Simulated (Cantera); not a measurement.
Input: 1 mol C, 0.52 mol H2O, 18 mol N2, at 2173 K and 1 atm.

These are equilibrium values from Cantera (NASA tables, ideal gas, pure condensed phases), not measurements of a reactor. Candidate condensed phases: C, C6H6, C7H8, C8H18, H2O; 136 gas species. The numbers say what is thermodynamically allowed, not how fast it happens.

Base state: N2 0.943, CO 0.0273, H2 0.0246, HCN 0.00420, H 0.000752, HNC 0.000319, C2H2 (acetylene) 5.43e-5 (mole fractions); condensed: C(graphite).

Problem. What changes in the equilibrium state with this change: H2O from 0.52 to 0.12 mol?

Solution. 
| species | before | after |
|---|---|---|
| N2 | 0.943 | 0.986 |
| CO | 0.0273 | 0.00658 |
| H2 | 0.0246 | 0.00532 |
| C2H2 (acetylene) | 5.43e-5 | 1.17e-5 |
| H | 0.000752 | 0.000350 |
| HCN | 0.00420 | 0.00200 |
| C(graphite), mol | 0.391 | 0.840 |
